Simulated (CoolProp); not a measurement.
Vapour-liquid equilibrium of n-butane (1) + cyclohexane (2) at 696 kPa; x and y are mole fractions of (1).

Computed with CoolProp (multi-fluid Helmholtz-energy mixture model, Bücker 2006 and Zhou 2014; pair parameters Bell 2016).

**Question.** Give the bubble temperature and the first vapour's composition at x = 0.55, 0.85, 0.95. Is there an azeotrope?

**Answer.** x = 0.55: 362.8 K, y = 0.900; x = 0.85: 343.8 K, y = 0.979; x = 0.95: 339.0 K, y = 0.994. No azeotrope shows between x = 0.05 and 0.95.

Pair parameters are fitted to limited data, so mixtures are less certain than the pure fluids.
